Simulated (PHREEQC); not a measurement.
A PHREEQC input (ion-association model, phreeqc.dat):

```
SOLUTION 1
  temp 25
  units mg/kgw
  pH 6.21
  pe -1.3
  Na 0.0238
  K 0.0528
  Ca 0.0125
  Mg 0.0148
  Cl 0.102
  S(6) 0.0342 as SO4
  Alkalinity 0.0442 as HCO3
  Br 0.000491
  Si 0.000631 as SiO2
  Zn 0.000371
END
USE solution 1
EQUILIBRIUM-PHASES 1
  CO2(g) -3.4 10
END
```

The run finishes with these warnings:
```
WARNING: Unknown input, no keyword has been specified.
WARNING: 	  CO2(g) -3.4 10
```

Its last state differs from that of the intended input:

```tsv
quantity	as run	intended
pH	6.21	5.67
ionic strength (mol/kgw)	6.18e-6	7.69e-6
CO2 (mol/kgw)	1.83e-6	1.36e-5
HCO3- (mol/kgw)	1.33e-6	2.85e-6
HSO4- (mol/kgw)	2.11e-11	7.27e-11
CO3-2 (mol/kgw)	1.02e-10	6.36e-11
```

The fault: the keyword misspelt. The line should read `EQUILIBRIUM_PHASES 1` where the input has `EQUILIBRIUM-PHASES 1`.
